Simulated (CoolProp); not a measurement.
Saturation properties of n-nonane (Tc = 321.4 °C, pc = 22.82 bar, ω = 0.443).

The numbers come from the reference Helmholtz-energy equation of state, Lemmon 2006 in CoolProp. It is a short technical equation, of lower accuracy than the large ones.

```
T (°C)  p (bar)  vapour density (kg/m³)  enthalpy of vaporisation (kJ/kg)  liquid cp (kJ/(kg K))  vapour viscosity (µPa s)
------  -------  ----------------------  --------------------------------  ---------------------  ------------------------
194.45    2.837                   10.63                             257.1                  2.940                      8.31
204.75    3.503                   13.13                             248.7                  2.993                      8.49
215.05    4.283                   16.11                             239.9                  3.048                         …
225.35    5.188                   19.67                             230.4                  3.107                      8.90
235.65    6.232                       …                             220.3                  3.171                      9.13
245.85    7.417                   28.95                             209.5                  3.240                      9.39
256.15    8.780                   35.09                             197.5                      …                      9.68
266.45    10.33                   42.61                             184.3                  3.417                      10.0
276.75    12.08                   52.01                             169.4                  3.541                      10.4
287.05    14.06                   64.16                             152.2                  3.718                      11.0
```

Q: Fill in the missing entries.

A: 
- 215.05, vapour viscosity (µPa s): 8.69
- 235.65, vapour density (kg/m³): 23.91
- 256.15, liquid cp (kJ/(kg K)): 3.321

It boils at 150.8 °C under 1 atm.

Viscosity comes from a separate model (Huber 2004).
